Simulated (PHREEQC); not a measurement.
Consider water at 25 °C with 4.6 mol/kgw HCl and 0.22 mol/kgw Na2SO4. Closed to the air; pH follows from the charge balance.

Equilibrium calculation in PHREEQC: Pitzer model, pitzer.dat.

```
Property                    Value
-------------------  ------------
pH                          -1.56
ionic strength       4.90 mol/kgw
activity of water           0.753
density               1.086 g/cm³
osmotic coefficient         1.630
total alkalinity     -4600 meq/kg
```

```tsv
species	molality	activity	log γ
Cl-	4.60	2.72	-0.228
H+	4.42	36.7	0.919
Na+	0.440	1.62	0.566
HSO4-	0.178	0.194	0.036
SO4-2	0.0417	5.54e-5	-2.876
```

Precipitation was switched off in this run. Complexes and solids missing from the database can't appear. In brines, pH and single-ion activities rest on the MacInnes convention.
